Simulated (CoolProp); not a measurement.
Vapour-liquid equilibrium of R22 (1) + R11 (2) at 8.56 bar; x and y are mole fractions of (1).

Computed with CoolProp (multi-fluid Helmholtz-energy mixture model, Kamei 1995 and Jacobsen 1992; pair parameters Bell 2016).

Give the bubble temperature and the first vapour's composition at x = 0.05, 0.275, 0.5. Is there an azeotrope?

x = 0.05: 362.4 K, y = 0.244; x = 0.275: 327.6 K, y = 0.724; x = 0.5: 311.2 K, y = 0.866. No azeotrope shows between x = 0.05 and 0.95.

The pair parameters rest on a limited set of measurements; away from them the model extrapolates.
